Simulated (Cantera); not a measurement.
Input: 1 mol HgO, 1.7 mol H₂, 57 mol N₂, at 0.0240 bar.

Cantera equilibrium calculation (NASA polynomials, part measured and part estimated; ideal gas, pure solids and liquids). Candidate condensed phases: H₂O, Hg, HgO; 25 gas species. Kinetics and transport are ignored. All values below are at 377 °C.

Base state: N₂ 0.955, H₂O 0.0168, Hg 0.0168, H₂ 0.0117 (mole fractions); condensed: gas only.

Task: What changes in the equilibrium state with this change: HgO replaced by Hg?

Result: 
```
species  before   after
-------  ------  ------
N₂        0.955   0.955
H₂       0.0117  0.0285
Hg       0.0168  0.0168
H₂O      0.0168       0
```
